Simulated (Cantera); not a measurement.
**Stirred combustor or abatement burner**

A perfectly stirred reactor is fed with CH4 : C2H6 : C3H8 : O2 : N2 = 1 : 1.3 : 0.061 : 4.03 : 15.2 (molar parts), equivalence ratio 1.7, at 9.87 atm; it is adiabatic with a 775 K inlet, and is followed from long to short residence time, starting on the burning branch (τ in s: 0.096, 0.038, 0.015, 0.0061, 0.0024, 0.00097, 0.00038, 0.00015, 6.1e-05, 2.4e-05, 9.7e-06).

Computed with Cantera and GRI-Mech 3.0 (53 species, 325 reactions).

```csv
τ (s),T (K),x CH4,x C2H6,x C3H8,x O2,x H,x HCO,x NO
0.096,2159,0.000312,1.44e-7,4.66e-9,1.89e-5,0.000491,1.54e-7,3.67e-5
0.038,2161,0.000670,3.92e-7,1.16e-8,4.61e-5,0.000503,1.65e-7,4.93e-5
0.015,2164,0.00130,1.08e-6,2.86e-8,0.000111,0.000523,1.86e-7,5.88e-5
0.0061,2169,0.00218,2.80e-6,6.81e-8,0.000257,0.000551,2.27e-7,6.02e-5
0.0024,2172,0.00331,7.16e-6,1.66e-7,0.000594,0.000593,3.15e-7,5.33e-5
0.00097,2172,0.00455,1.73e-5,3.95e-7,0.00130,0.000649,4.98e-7,4.29e-5
0.00038,2163,0.00593,4.31e-5,9.88e-7,0.00286,0.000723,9.17e-7,3.11e-5
0.00015,2132,0.00759,0.000115,2.62e-6,0.00620,0.000796,1.85e-6,1.89e-5
6.1e-5,2052,0.0105,0.000382,8.54e-6,0.0144,0.000770,3.90e-6,6.85e-6
2.4e-5,775,0.0463,0.0602,0.00283,0.187,<1e-12,<1e-12,<1e-12
9.7e-6,775,0.0463,0.0602,0.00283,0.187,<1e-12,<1e-12,<1e-12
```
x: mole fraction; the columns are a selection and need not sum to one.
